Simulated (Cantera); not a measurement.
A closed system holds: 1 mol CS2, 0.021 mol SO2, 0.35 mol O2, equilibrated at 0.000210 bar.

Method: chemical equilibrium by Gibbs-energy minimisation in Cantera with the NASA 1993 tables (ideal gas, pure condensed phases). Candidate condensed phases: C, S; 22 gas species. Gases not in the tables: S3 to S7. Rates play no part.

Problem. Which condensed phases are stable at each of these points (T (K)): 500, 600, 700, 800, 900, 1000, 1100, 1200, 1300, 1400, 1500, 1600, 1700?

Solution. 
```
T (K)  condensed phases  C condensed (%)
-----  ----------------  ---------------
500         C(graphite)             14.5
600            gas only              0.0
700            gas only              0.0
800            gas only              0.0
900            gas only              0.0
1000           gas only              0.0
1100           gas only              0.0
1200           gas only              0.0
1300           gas only              0.0
1400           gas only              0.0
1500           gas only              0.0
1600           gas only              0.0
1700           gas only              0.0
```

At 500 K the condensed part is C(graphite). From 600 K to 1700 K nothing is condensed.
